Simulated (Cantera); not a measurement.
What does this Cantera script print?

```python
import numpy as np
import cantera as ct

gas_names = """
    H HNO HNO2 HNO3 HO2 H2 H2O H2O2 N NH NH2 NH3 NH2OH NO NO2 NO3 N2 N2H2 N2H4 N2O O OH O2 O3
""".split()
cond_names = """
    H2O(s) H2O(L)
""".split()


# ... load() reads the species with a 1 bar reference pressure and builds the phases ...
atoms = {
    'N2O': {'N': 2, 'O': 1},
    'H2': {'H': 2},
    'O2': {'O': 2},
}
top_T = {}  # K; cautious upper limits of use, not melting points


# ... equilibrate(T, P, feed) seeds the gas with the atoms and calls Mixture.equilibrate('TP', solver="vcs", rtol=1e-11, max_steps=5000) ...
results = []
feed = {'N2O': 1, 'H2': 0.12, 'O2': 3.2}  # mol
P = 1500  # Pa
for T in [2173, 2323, 2473, 2623, 2773, 2923, 3073, 3223, 3373, 3523]:
    mix = equilibrate(T, P, feed)
    results.append((T, P, feed, dict(zip(mix.species_names, mix.species_moles))))

top = {s: max(r[3][s] / sum(r[3][g] for g in gas_names) for r in results) for s in gas_names}
cols = sorted((s for s in top if top[s] > 1e-05), key=lambda s: -top[s])[:6]
seen = [c for c in cond_names if any(r[3].get(c, 0) > 1e-12 for r in results)]
print("log10 of partial pressures in bar; condensed amounts in mol")
print(f"{'T/K':>10s}" + "".join(f"{s[:9]:>10s}" for s in cols + seen))
for T, P, feed, n in results:
    ng = sum(n[g] for g in gas_names)
    print(f"{T:10.4g}" + "".join(f"{np.log10(max(n[s] / ng * P / 1e5, 1e-99)):10.3f}" for s in cols)
          + "".join(f"{n.get(c, 0):10.4g}" for c in seen))
```

Output:

```
log10 of partial pressures in bar; condensed amounts in mol
       T/K         O        O2        N2         H        NO       H2O
      2173    -3.620    -1.954    -2.518    -5.092    -3.771    -3.512
      2323    -3.231    -1.969    -2.529    -4.581    -3.642    -3.595
      2473    -2.896    -1.997    -2.545    -4.163    -3.540    -3.739
      2623    -2.612    -2.048    -2.571    -3.842    -3.468    -3.978
      2773    -2.378    -2.132    -2.607    -3.622    -3.430    -4.344
      2923    -2.195    -2.263    -2.651    -3.493    -3.429    -4.838
      3073    -2.066    -2.452    -2.697    -3.429    -3.467    -5.426
      3223    -1.984    -2.695    -2.733    -3.402    -3.535    -6.057
      3373    -1.940    -2.976    -2.756    -3.390    -3.622    -6.689
      3523    -1.917    -3.269    -2.767    -3.385    -3.714    -7.296
```

Cantera equilibrium calculation (NASA polynomials, part measured and part estimated; ideal gas, pure solids and liquids).
